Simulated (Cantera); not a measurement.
Carbothermic reduction: Fe2O3 + C + N2

Charge: 1 mol Fe2O3, 1.5 mol C, 1 mol N2, equilibrated at 101000 Pa.

These are equilibrium values from Cantera (NASA tables, ideal gas, pure condensed phases), not measurements of a reactor. Candidate condensed phases: C, Fe, Fe(CO)5, FeO, Fe2O3, Fe3O4; 27 gas species. Each liquid is taken as pure. Mutual solubility and eutectic melting of coexisting phases are not modelled. The tables' stoichiometric FeO is somewhat more stable than real wüstite, so its field is too wide. FeO: taken at fixed stoichiometry. Equilibrium is a limit: real reactors are often held back by kinetics, nucleation or transport.

| T (°C) | x CO | x N2 | x CO2 | x Fe | x FeO | x NO | n Fe(γ) | n FeO(s) | n Fe(δ) | n FeO(l) | n Fe(l) |
|---|---|---|---|---|---|---|---|---|---|---|---|
| 1300 | 0.520 | 0.400 | 0.0804 | 6.49e-7 | 1.56e-9 | 5.71e-9 | 0.701 | 1.30 | 0 | 0 | 0 |
| 1400 | 0.525 | 0.400 | 0.0750 | 3.96e-6 | 1.45e-8 | 2.88e-8 | 0 | 0 | 0.688 | 1.31 | 0 |
| 1500 | 0.534 | 0.400 | 0.0660 | 1.95e-5 | 9.64e-8 | 1.12e-7 | 0 | 0 | 0.665 | 1.33 | 0 |
| 1600 | 0.540 | 0.400 | 0.0604 | 7.80e-5 | 5.16e-7 | 3.88e-7 | 0 | 0 | 0 | 1.35 | 0.651 |
| 1700 | 0.543 | 0.400 | 0.0566 | 0.000265 | 2.31e-6 | 1.20e-6 | 0 | 0 | 0 | 1.36 | 0.641 |
| 1800 | 0.546 | 0.400 | 0.0534 | 0.000792 | 8.87e-6 | 3.34e-6 | 0 | 0 | 0 | 1.37 | 0.632 |
| 1900 | 0.548 | 0.399 | 0.0506 | 0.00213 | 2.98e-5 | 8.44e-6 | 0 | 0 | 0 | 1.37 | 0.621 |
| 2000 | 0.549 | 0.398 | 0.0481 | 0.00523 | 8.95e-5 | 1.96e-5 | 0 | 0 | 0 | 1.38 | 0.608 |
| 2100 | 0.547 | 0.395 | 0.0457 | 0.0118 | 0.000243 | 4.23e-5 | 0 | 0 | 0 | 1.38 | 0.586 |
x: gas mole fraction; n: condensed amount in mol.

At 1300 °C the condensed part is Fe(γ) + FeO(s). From 1400 °C to 1500 °C the condensed part is Fe(δ) + FeO(l). From 1600 °C to 2100 °C the condensed part is Fe(l) + FeO(l). The main Fe-bearing gas is Fe throughout.
